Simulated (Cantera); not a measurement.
A closed system holds: 1 mol SiH₂Cl₂, 0.021 mol C₃H₈, 40 mol H₂, held at 1.80 mbar.

Points: T (K) = 1425, 1475, 1525, 1575, 1625, 1675, 1725, 1775, 1825, 1875, 1925, 1975, 2025, 2075.

Cantera's Mixture.equilibrate('TP', solver="vcs", rtol=1e-11, max_steps=5000) on the NASA tables stopped like this:

```
ERROR: FAILURE its = 5001!

*******************************************************************************
CanteraError thrown by MultiPhase::equilibrate:
VCS solver failed. Return code: -1
*******************************************************************************
```

**Question.** What got this run through?

**Answer.** One answer among several that fit: The failure is numerical, not chemical. The same input converged with solver="gibbs", rtol=1e-10, max_steps=50000, and the result passed a check of the equilibrium conditions:
```
log10 of partial pressures in bar; condensed amounts in mol
       T/K        H2         H       HCL        Si     SiCL2        CL      SiCL      Si2C       SiH    Si(cr)     Si(L)    SiC(b)
      1425    -2.764    -6.548    -4.163    -8.793    -5.082    -8.034    -8.419   -11.881    -9.527    0.7417         0     0.063
      1475    -2.764    -6.269    -4.166    -8.240    -5.069    -7.762    -8.067   -11.144    -9.070    0.7361         0     0.063
      1525    -2.764    -6.008    -4.168    -7.724    -5.058    -7.508    -7.738   -10.457    -8.644    0.7306         0     0.063
      1575    -2.764    -5.763    -4.171    -7.241    -5.048    -7.270    -7.431    -9.815    -8.245    0.7245         0     0.063
      1625    -2.764    -5.534    -4.174    -6.788    -5.039    -7.047    -7.144    -9.213    -7.871    0.7167         0   0.06298
      1675    -2.765    -5.318    -4.177    -6.363    -5.032    -6.837    -6.874    -8.648    -7.520    0.7046         0   0.06295
      1725    -2.766    -5.114    -4.175    -5.993    -5.047    -6.634    -6.647    -8.149    -7.221         0    0.6944   0.06283
      1775    -2.767    -4.922    -4.172    -5.659    -5.070    -6.441    -6.444    -7.691    -6.953         0     0.672   0.06251
      1825    -2.770    -4.741    -4.170    -5.342    -5.095    -6.259    -6.253    -7.259    -6.701         0    0.6177   0.06169
      1875    -2.773    -4.570    -4.170    -5.043    -5.121    -6.088    -6.075    -6.851    -6.462         0    0.5052   0.05962
      1925    -2.778    -4.409    -4.173    -4.759    -5.150    -5.927    -5.908    -6.465    -6.238         0    0.2881    0.0547
      1975    -2.786    -4.257    -4.172    -4.541    -5.217    -5.770    -5.794    -6.150    -6.077         0         0   0.04554
      2025    -2.793    -4.112    -4.152    -4.509    -5.418    -5.600    -5.843    -6.026    -6.099         0         0   0.03822
      2075    -2.801    -3.975    -4.143    -4.488    -5.639    -5.449    -5.909    -5.918    -6.131         0         0    0.0237
```

The gas is ideal and each condensed phase is pure. Mutual solubility and eutectic melting of coexisting phases are not modelled. The tables' values for SiCl, SiCl3 are old estimates; treat these amounts as uncertain. Gases not in the tables: Si2H6 and higher silanes.
